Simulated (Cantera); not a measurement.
An isothermal, constant-pressure homogeneous reactor starts with 7.69 % C₂H₆, 92.3 % N₂, at 1773 K and 1330 Pa.

Computed with Cantera and GRI-Mech 3.0 (53 species, 325 reactions). GRI-Mech 3.0 stops at C3 and has no aromatics, soot or wall deposition, so with more carbon than oxygen in the feed, carbon stays in small species such as C2H2 where larger ones or solid carbon would form. Radical loss at walls, strong at low pressure, is not modelled.

x: mole fraction; the columns are a selection and need not sum to one.

| t (s) | x C₂H₆ | x C₂H₄ | x CH₄ | x H₂ | x C₂H₂ |
|---|---|---|---|---|---|
| 0.000400 | 0.0164 | 0.0258 | 0.0105 | 0.0306 | 0.00423 |
| 0.00100 | 0.000615 | 0.0228 | 0.0193 | 0.0714 | 0.0290 |
| 0.00250 | 3.93e-5 | 0.00854 | 0.0183 | 0.0960 | 0.0485 |
| 0.00626 | (withheld) | (withheld) | (withheld) | 0.107 | 0.0564 |
| 0.0157 | 4.32e-6 | 0.000552 | 0.0142 | 0.112 | 0.0594 |
| 0.0392 | 1.96e-6 | 0.000208 | 0.0119 | 0.116 | 0.0609 |
| 0.0980 | 9.90e-7 | 0.000103 | 0.00902 | 0.120 | 0.0624 |
| 0.245 | 4.21e-7 | 4.28e-5 | 0.00539 | 0.125 | 0.0641 |
| 0.613 | (withheld) | (withheld) | (withheld) | 0.130 | 0.0656 |
| 1.53 | 1.11e-8 | 4.24e-6 | 0.000586 | 0.132 | 0.0663 |
| 3.83 | 8.41e-10 | 3.38e-6 | 0.000143 | 0.133 | 0.0665 |
| 9.59 | 7.89e-11 | 3.31e-6 | 4.21e-5 | 0.133 | 0.0666 |
| 24.0 | 1.24e-11 | 3.31e-6 | 1.49e-5 | 0.133 | 0.0666 |
| 60.0 | 5.87e-12 | 3.31e-6 | 8.47e-6 | 0.133 | 0.0666 |

### Question
Complete the blanks.

### Answer

- 0.00626, x C₂H₆: 1.09e-5
- 0.00626, x C₂H₄: 0.00236
- 0.00626, x CH₄: 0.0163
- 0.613, x C₂H₆: 9.85e-8
- 0.613, x C₂H₄: 1.18e-5
- 0.613, x CH₄: 0.00218
